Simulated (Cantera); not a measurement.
**Low-pressure radical oxidation in H2/O2**

An isothermal, constant-pressure homogeneous reactor starts with H2 : O2 = 0.037 : 1 (molar parts), equivalence ratio 0.018, at 1250 K and 3.90 Torr.

Detailed kinetics in Cantera: GRI-Mech 3.0 (53 species, 325 reactions). Radical loss at walls, strong at low pressure, is not modelled. The temperature is held fixed by assumption; the heat of reaction is taken as removed at once.

```
t (s)         x H2   x O2      x H       x O    x HO2    x H2O
--------  --------  -----  -------  --------  -------  -------
0.000700    0.0357  0.964  1.55e-8   3.91e-8  2.14e-8  3.33e-8
0.00337     0.0356  0.964  1.16e-5   3.49e-5  1.33e-7  4.64e-5
0.0162    0.000458  0.934  0.00409    0.0266  8.85e-7   0.0317
0.0778    0.000400  0.938  0.00330    0.0230  8.50e-7   0.0323
0.374     0.000226  0.950  0.00133    0.0125  6.96e-7   0.0341
1.80       4.02e-5  0.961  9.67e-5   0.00215  3.05e-7   0.0357
8.65       2.91e-6  0.963  1.86e-6  0.000154  5.14e-8   0.0362
41.6       2.38e-7  0.964  4.38e-8   1.26e-5  9.00e-9   0.0363
200        3.33e-8  0.964  2.30e-9   1.77e-6  9.13e-9   0.0363
```
x: mole fraction; the columns are a selection and need not sum to one.

Equilibrium at this temperature and pressure: H2 1.78e-8, O2 0.964, H 9.01e-10, O 9.48e-7, HO2 1.16e-8, H2O 0.0363 (gas phase only).
